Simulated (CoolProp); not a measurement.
cis-2-butene along the isotherm 81.05 °C: Z from the reference equation and from simpler models built on Tc = 162.6 °C, pc = 42.36 bar, ω = 0.202; each cubic takes its own stable root.

The numbers come from the reference Helmholtz-energy equation of state, Lemmon 2005 in CoolProp. It is a short technical equation, of lower accuracy than the large ones.

```json
[
 {"p (bar)": "0.067", "phase": "gas", "reference": "0.9989"},
 {"p (bar)": "0.119", "phase": "gas", "reference": "0.9981"},
 {"p (bar)": "0.212", "phase": "gas", "reference": "0.9965"},
 {"p (bar)": "0.377", "phase": "gas", "reference": "0.9939"},
 {"p (bar)": "0.67", "phase": "gas", "reference": "0.9890"},
 {"p (bar)": "1.19", "phase": "gas", "reference": "0.9804"},
 {"p (bar)": "2.12", "phase": "gas", "reference": "0.9645"},
 {"p (bar)": "3.77", "phase": "gas", "reference": "0.9352"},
 {"p (bar)": "6.7", "phase": "gas", "reference": "0.8783"},
 {"p (bar)": "11.9", "phase": "liquid", "reference": "0.04185"},
 {"p (bar)": "21.2", "phase": "liquid", "reference": "0.07413"}
]
```

Problem. How far does each simpler model (van der Waals, Redlich-Kwong, Soave-Redlich-Kwong, Peng-Robinson) lie from the reference over these 11 states: mean and median of the absolute difference, and the worst?

Solution. 
- van der Waals: mean 180.0 %, median 0.6 %, worst +1909.1 % at 81.05 °C and 11.9 bar
- Redlich-Kwong: mean 3.1 %, median 0.2 %, worst +15.7 % at 81.05 °C and 11.9 bar
- Soave-Redlich-Kwong: mean 2.2 %, median 0.1 %, worst +11.1 % at 81.05 °C and 11.9 bar
- Peng-Robinson: mean 0.4 %, median 0.0 %, worst -2.4 % at 81.05 °C and 21.2 bar

At some of these states van der Waals gives the other phase, because its saturation line lies elsewhere.
